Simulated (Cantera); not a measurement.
A perfectly stirred reactor is fed with H2 : O2 = 0.1 : 1 (molar parts), at 0.00375 atm; it is held at 1473 K, and followed from long to short residence time.

Detailed kinetics in Cantera: the H2/O2 subset of GRI-Mech 3.0, which has no nitrogen chemistry. Radical loss at walls, strong at low pressure, is not modelled. The temperature is held fixed by assumption; the heat of reaction is taken as removed at once.

Question: What does this change do: O2 1 to 0.25 parts?

Answer: 
```json
[
 {"quantity": "x(H2) at τ = 2.20 s", "before": "0.000916", "after": "0.00412"},
 {"quantity": "x(O2) at τ = 2.20 s", "before": "0.882", "after": "0.646"},
 {"quantity": "x(H2O) at τ = 2.20 s", "before": "0.0881", "after": "0.313"},
 {"quantity": "x(H2O2) at τ = 2.20 s", "before": "1.61e-8", "after": "5.58e-8"},
 {"quantity": "x(H) at τ = 2.20 s", "before": "0.00274", "after": "0.00640"},
 {"quantity": "x(H2) at τ = 68.0 ms", "before": "0.00270", "after": "0.0177"},
 {"quantity": "x(O2) at τ = 68.0 ms", "before": "0.842", "after": "0.568"},
 {"quantity": "x(H2O) at τ = 68.0 ms", "before": "0.0763", "after": "0.231"},
 {"quantity": "x(H2O2) at τ = 68.0 ms", "before": "2.14e-8", "after": "6.96e-8"},
 {"quantity": "x(H) at τ = 68.0 ms", "before": "0.0132", "after": "0.0700"}
]
```

Question: What does this change do: O2 1 to 0.13 parts?

Answer: 
| quantity | before | after |
|---|---|---|
| x(H2) at τ = 2.20 s | 0.000916 | 0.00910 |
| x(O2) at τ = 2.20 s | 0.882 | 0.429 |
| x(H2O) at τ = 2.20 s | 0.0881 | 0.520 |
| x(H2O2) at τ = 2.20 s | 1.61e-8 | 9.45e-8 |
| x(H) at τ = 2.20 s | 0.00274 | 0.0104 |
| x(H2) at τ = 68.0 ms | 0.00270 | 0.0393 |
| x(O2) at τ = 68.0 ms | 0.842 | 0.371 |
| x(H2O) at τ = 68.0 ms | 0.0763 | 0.344 |
| x(H2O2) at τ = 68.0 ms | 2.14e-8 | 1.00e-7 |
| x(H) at τ = 68.0 ms | 0.0132 | 0.128 |
